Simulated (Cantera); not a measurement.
## Low-pressure radical oxidation in H2/O2

A perfectly stirred reactor is fed with H2 : O2 = 0.062 : 1 (molar parts), equivalence ratio 0.031, at 10.00 Torr; it is held at 948 K, and followed from long to short residence time.

Computed with Cantera and the H2/O2 subset of GRI-Mech 3.0, which has no nitrogen chemistry. Radical loss at walls, strong at low pressure, is not modelled. Below about 950 K walls govern HO2 and H2O2 in real vessels. The temperature is held fixed by assumption; the heat of reaction is taken as removed at once.

```csv
τ (s),x H2,x O2,x HO2,x H2O,x O
0.43,0.00122,0.938,5.60e-6,0.0584,0.00160
0.20,0.00186,0.937,6.69e-6,0.0575,0.00242
0.090,0.00289,0.935,7.76e-6,0.0558,0.00364
0.042,0.00441,0.933,8.60e-6,0.0533,0.00521
0.019,0.00689,0.930,9.15e-6,0.0492,0.00717
0.0088,0.0107,0.927,9.30e-6,0.0433,0.00895
0.0041,0.0170,0.925,9.04e-6,0.0354,0.00971
0.0019,0.0272,0.927,8.36e-6,0.0251,0.00857
```
x: mole fraction; the columns are a selection and need not sum to one.
